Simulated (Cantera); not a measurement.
A perfectly stirred reactor is fed with CH₄ : N₂ = 1 : 59 (molar parts), at 0.0250 bar; it is held at 1700 K, and followed from long to short residence time.

Cantera simulation using GRI-Mech 3.0 (53 species, 325 reactions); the numbers are that mechanism's predictions, not measurements. GRI-Mech 3.0 stops at C3 and has no aromatics, soot or wall deposition, so with more carbon than oxygen in the feed, carbon stays in small species such as C2H2 where larger ones or solid carbon would form. Radical loss at walls, strong at low pressure, is not modelled.

Task: What does this change do: temperature 1700 to 1475 K?

Result: 
```json
[
 {"quantity": "x(CH₄) at τ = 24.0 s", "before": "0.000615", "after": "0.00704"},
 {"quantity": "x(C₂H₄) at τ = 24.0 s", "before": "3.45e-6", "after": "6.53e-5"},
 {"quantity": "x(H₂) at τ = 24.0 s", "before": "0.0236", "after": "0.0141"},
 {"quantity": "x(H) at τ = 24.0 s", "before": "9.19e-5", "after": "4.80e-6"},
 {"quantity": "x(CH₃) at τ = 24.0 s", "before": "4.80e-5", "after": "4.73e-5"},
 {"quantity": "x(CH₄) at τ = 90.0 ms", "before": "0.0132", "after": "0.0166"},
 {"quantity": "x(C₂H₄) at τ = 90.0 ms", "before": "0.000394", "after": "1.28e-6"},
 {"quantity": "x(H₂) at τ = 90.0 ms", "before": "0.00437", "after": "1.01e-5"},
 {"quantity": "x(H) at τ = 90.0 ms", "before": "9.57e-6", "after": "1.51e-8"},
 {"quantity": "x(CH₃) at τ = 90.0 ms", "before": "0.000378", "after": "1.40e-5"}
]
```

Task: What does this change do: temperature 1700 to 1725 K?

Result: 
```tsv
quantity	before	after
x(CH₄) at τ = 24.0 s	0.000615	0.000479
x(C₂H₄) at τ = 24.0 s	3.45e-6	2.59e-6
x(H₂) at τ = 24.0 s	0.0236	0.0238
x(H) at τ = 24.0 s	9.19e-5	0.000115
x(CH₃) at τ = 24.0 s	4.80e-5	4.62e-5
x(CH₄) at τ = 90.0 ms	0.0132	0.0120
x(C₂H₄) at τ = 90.0 ms	0.000394	0.000404
x(H₂) at τ = 90.0 ms	0.00437	0.00598
x(H) at τ = 90.0 ms	9.57e-6	1.52e-5
x(CH₃) at τ = 90.0 ms	0.000378	0.000430
```

Task: What does this change do: pressure from 0.0250 bar to 0.133 bar?

Result: 
```csv
quantity,before,after
x(CH₄) at τ = 24.0 s,0.000615,0.000430
x(C₂H₄) at τ = 24.0 s,3.45e-6,2.22e-6
x(H₂) at τ = 24.0 s,0.0236,0.0239
x(H) at τ = 24.0 s,9.19e-5,5.81e-5
x(CH₃) at τ = 24.0 s,4.80e-5,2.11e-5
x(CH₄) at τ = 90.0 ms,0.0132,0.00792
x(C₂H₄) at τ = 90.0 ms,0.000394,0.000242
x(H₂) at τ = 90.0 ms,0.00437,0.0124
x(H) at τ = 90.0 ms,9.57e-6,2.29e-5
x(CH₃) at τ = 90.0 ms,0.000378,0.000263
```
